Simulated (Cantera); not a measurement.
Fluorocarbon and chlorocarbon gases: C2F6

Charge: 1 mol C2F6, equilibrated at 645 Torr.

Method: chemical equilibrium by Gibbs-energy minimisation in Cantera with the NASA 1993 tables (ideal gas, pure condensed phases). Candidate condensed phases: C; 13 gas species. The feed counts by its element totals alone. The tables' values for C2F4 are old estimates; treat these amounts as uncertain. Gases not in the tables: C2F6 and larger saturated fluorocarbons. Rates play no part.

| T (K) | log p CF4 | log p CF2 | log p F | log p CF3 | log p CF | n C(graphite) |
|---|---|---|---|---|---|---|
| 1900 | -0.07 | -2.37 | -3.40 | -2.90 | -5.96 | 0.496 |
| 1950 | -0.07 | -2.17 | -3.18 | -2.74 | -5.62 | 0.494 |
| 2000 | -0.07 | -1.99 | -2.97 | -2.59 | -5.30 | 0.490 |
| 2050 | -0.08 | -1.82 | -2.76 | -2.45 | -4.99 | 0.486 |
| 2100 | -0.08 | -1.65 | -2.57 | -2.32 | -4.70 | 0.479 |
| 2150 | -0.09 | -1.50 | -2.39 | -2.19 | -4.43 | 0.470 |
| 2200 | -0.10 | -1.35 | -2.22 | -2.08 | -4.16 | 0.458 |
| 2250 | -0.11 | -1.21 | -2.05 | -1.97 | -3.91 | 0.443 |
| 2300 | -0.12 | -1.08 | -1.90 | -1.87 | -3.68 | 0.422 |
| 2350 | -0.15 | -0.96 | -1.75 | -1.77 | -3.45 | 0.395 |
log p: log10 of the partial pressure in bar; n: condensed amount in mol.

From 1900 K to 2350 K the condensed part is C(graphite). The main C-bearing gas is CF4 throughout. The share of C in condensed phases is highest at 1900 K (24.8 %) and lowest at 2350 K (19.8 %).
